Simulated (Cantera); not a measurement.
A freely propagating, adiabatic, planar premixed flame of CH4 : H2 : O2 : N2 = 1 : 0.94 : 1.76 : 6.63 (molar parts), equivalence ratio 1.4, unburnt at 550 K and 1.00 bar; mixture-averaged transport, grid criteria slope 0.08 and curve 0.16, no radiation.

Computed with Cantera and GRI-Mech 3.0 (53 species, 325 reactions). Burning velocities carry a grid error of a few per cent, more on coarse grids.

### Question
Predict: laminar burning velocity; thermal thickness; peak x(CH3); peak x(CH2).

### Answer
laminar burning velocity: 120 cm/s
thermal thickness: 0.342 mm
peak x(CH3): 0.00454
peak x(CH2): 9.33e-5
